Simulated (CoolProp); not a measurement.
Vapour-liquid equilibrium of carbon dioxide (1) + CHF3 (R23) (2) at 838 kPa; x and y are mole fractions of (1).

The numbers come from the multi-fluid Helmholtz-energy mixture model, Span 1996 and Penoncello 2003; pair parameters Bell 2016 in CoolProp.

Problem. Give the bubble temperature and the first vapour's composition at x = 0.35, 0.55, 0.95. Is there an azeotrope?

Solution. x = 0.35: 232.8 K, y = 0.436; x = 0.55: 230.8 K, y = 0.624; x = 0.95: 228.5 K, y = 0.955. No azeotrope shows between x = 0.05 and 0.95.

Pair parameters are fitted to limited data, so mixtures are less certain than the pure fluids.
